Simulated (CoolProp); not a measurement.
Vapour-liquid equilibrium of propane (1) + R245fa (2) at 41.95 °C; x and y are mole fractions of (1).

Model: multi-fluid Helmholtz-energy mixture model, Lemmon 2009 and Akasaka 2015; pair parameters Bell 2016, in CoolProp.

```csv
x,bubble pressure (kPa),y at the bubble point,dew pressure at overall composition x (kPa),liquid density (mol/L)
0.05,455.1,[?],281.5,9.650
0.2,[?],0.696,335.2,[?]
0.35,1066,0.768,412.5,9.725
0.5,1181,[?],534.2,9.767
0.65,1265,0.835,751.4,9.853
0.8,1347,0.880,1171,10.04
0.95,1418,0.960,1413,10.37
```

Q: Complete the blanks.

A: 
- 0.05, y at the bubble point: 0.411
- 0.2, bubble pressure (kPa): 855.5
- 0.2, liquid density (mol/L): 9.693
- 0.5, y at the bubble point: 0.803

No azeotrope shows between x = 0.05 and 0.95.

The pair parameters rest on a limited set of measurements; away from them the model extrapolates. With so large a gap from Raoult's law the liquid may split in two, which this calculation doesn't test in full.
